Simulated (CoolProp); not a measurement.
n-undecane along the isobar 7.5 MPa: density (kg/m³) from the reference equation and from simpler models built on Tc = 365.7 °C, pc = 1.990 MPa, ω = 0.539; each cubic takes its own stable root.

Computed with CoolProp (reference Helmholtz-energy equation of state, Aleksandrov 2011). It is a short technical equation, of lower accuracy than the large ones.

```json
[
 {"T (°C)": "226.15", "phase": "liquid", "reference": "591.9", "van der Waals": "353.0", "Soave-Redlich-Kwong": "512.8", "Peng-Robinson": "576.8"},
 {"T (°C)": "235.45", "phase": "liquid", "reference": "584.2", "van der Waals": "350.3", "Soave-Redlich-Kwong": "506.3", "Peng-Robinson": "569.5"},
 {"T (°C)": "244.65", "phase": "liquid", "reference": "576.5", "van der Waals": "347.6", "Soave-Redlich-Kwong": "499.7", "Peng-Robinson": "562.0"},
 {"T (°C)": "253.95", "phase": "liquid", "reference": "568.6", "van der Waals": "344.8", "Soave-Redlich-Kwong": "492.8", "Peng-Robinson": "554.2"},
 {"T (°C)": "263.25", "phase": "liquid", "reference": "560.5", "van der Waals": "342.0", "Soave-Redlich-Kwong": "485.7", "Peng-Robinson": "546.1"},
 {"T (°C)": "272.55", "phase": "liquid", "reference": "552.3", "van der Waals": "339.2", "Soave-Redlich-Kwong": "478.3", "Peng-Robinson": "537.7"},
 {"T (°C)": "281.85", "phase": "liquid", "reference": "544.0", "van der Waals": "336.4", "Soave-Redlich-Kwong": "470.8", "Peng-Robinson": "529.0"},
 {"T (°C)": "291.15", "phase": "liquid", "reference": "535.4", "van der Waals": "333.5", "Soave-Redlich-Kwong": "462.9", "Peng-Robinson": "519.9"},
 {"T (°C)": "300.45", "phase": "liquid", "reference": "526.7", "van der Waals": "330.6", "Soave-Redlich-Kwong": "454.9", "Peng-Robinson": "510.6"},
 {"T (°C)": "309.75", "phase": "liquid", "reference": "517.8", "van der Waals": "327.7", "Soave-Redlich-Kwong": "446.6", "Peng-Robinson": "500.9"},
 {"T (°C)": "318.95", "phase": "liquid", "reference": "508.8", "van der Waals": "324.7", "Soave-Redlich-Kwong": "438.1", "Peng-Robinson": "491.0"},
 {"T (°C)": "328.25", "phase": "liquid", "reference": "499.4", "van der Waals": "321.7", "Soave-Redlich-Kwong": "429.2", "Peng-Robinson": "480.6"},
 {"T (°C)": "337.55", "phase": "liquid", "reference": "489.8", "van der Waals": "318.7", "Soave-Redlich-Kwong": "420.2", "Peng-Robinson": "469.9"},
 {"T (°C)": "346.85", "phase": "liquid", "reference": "480.0", "van der Waals": "315.6", "Soave-Redlich-Kwong": "410.8", "Peng-Robinson": "458.9"}
]
```
